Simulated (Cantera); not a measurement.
Mixture: H2 : O2 : N2 = 1 : 1.04 : 3.92 (molar parts), equivalence ratio 0.48, at 100000 Pa, adiabatic and at constant pressure. Ignition delay is the time to a rise of 400 K.

Detailed kinetics in Cantera: GRI-Mech 3.0 (53 species, 325 reactions). Below about 950 K walls govern HO2 and H2O2 in real vessels. Where the delays flatten at high temperature, the 400 K rule measures the pace of heat release, not the induction time.

### Question
What does this change do: pressure from 100000 Pa to 64000 Pa?

### Answer
```csv
quantity,before,after
delay at 850 K,2.65 s,2.57 s
delay at 950 K,8.05 ms,0.785 ms
delay at 1050 K,0.149 ms,0.203 ms
delay at 1150 K,68.4 µs,0.107 ms
delay at 1250 K,42.7 µs,71.6 µs
```

### Question
What does this change do: N2 3.92 to 9 parts?

### Answer
| quantity | before | after |
|---|---|---|
| delay at 850 K | 2.65 s | 4.02 s |
| delay at 950 K | 8.05 ms | 11.7 ms |
| delay at 1050 K | 0.149 ms | 0.301 ms |
| delay at 1150 K | 68.4 µs | 0.155 ms |
| delay at 1250 K | 42.7 µs | 0.114 ms |

### Question
What does this change do: N2 3.92 to 2.9 parts?

### Answer
| quantity | before | after |
|---|---|---|
| delay at 850 K | 2.65 s | 2.33 s |
| delay at 950 K | 8.05 ms | 7.37 ms |
| delay at 1050 K | 0.149 ms | 0.122 ms |
| delay at 1150 K | 68.4 µs | 55.0 µs |
| delay at 1250 K | 42.7 µs | 33.5 µs |
